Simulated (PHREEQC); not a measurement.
Dissolve 0.043 mol/kgw H2S, 0.013 mol/kgw NaHCO3 and 0.024 mol/kgw BaCl2 at 85 °C. Closed to the air; pH follows from the charge balance.

Equilibrium calculation in PHREEQC: ion-association model, phreeqc.dat.

Precipitation was switched off in this run.

Problem. Order these C species by the share of C that they hold, largest first: HCO3-, BaHCO3+, CO2.

Solution. CO2 (65 %), HCO3- (23 %), BaHCO3+ (11 %)

The pH is 5.79 and the ionic strength 0.0820 mol/kgw. Complexes and solids missing from the database can't appear. At this temperature some constants are extrapolated from 25 °C, and those without enthalpy data are left unchanged.
